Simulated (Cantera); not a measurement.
Input: 1 mol Cr, 0.2 mol H2O, equilibrated at 2073.15 K.

Method: chemical equilibrium by Gibbs-energy minimisation in Cantera with the NASA 1993 tables (ideal gas, pure condensed phases). Candidate condensed phases: Cr, Cr2O3, H2O; 13 gas species. Mutual solubility and eutectic melting of coexisting phases are not modelled. Kinetics and transport are ignored.

Q: Which condensed phases are stable at each of these points (P (Pa)): 0.100, 0.750, 5.60, 42, 320, 2400, 18000, 130000, 1000000?

A: 
| P (Pa) | condensed phases | Cr condensed (%) |
|---|---|---|
| 0.100 | gas only | 0.0 |
| 0.750 | gas only | 0.0 |
| 5.60 | gas only | 0.0 |
| 42 | Cr2O3(s) | 9.1 |
| 320 | Cr(s) + Cr2O3(s) | 16.4 |
| 2400 | Cr(s) + Cr2O3(s) | 97.6 |
| 18000 | Cr(s) + Cr2O3(s) | 99.7 |
| 130000 | Cr(s) + Cr2O3(s) | 100.0 |
| 1000000 | Cr(s) + Cr2O3(s) | 100.0 |

From 1.00e-6 bar to 5.60e-5 bar nothing is condensed. At 0.000420 bar the condensed part is Cr2O3(s). From 0.00320 bar to 10.0 bar the condensed part is Cr(s) + Cr2O3(s).
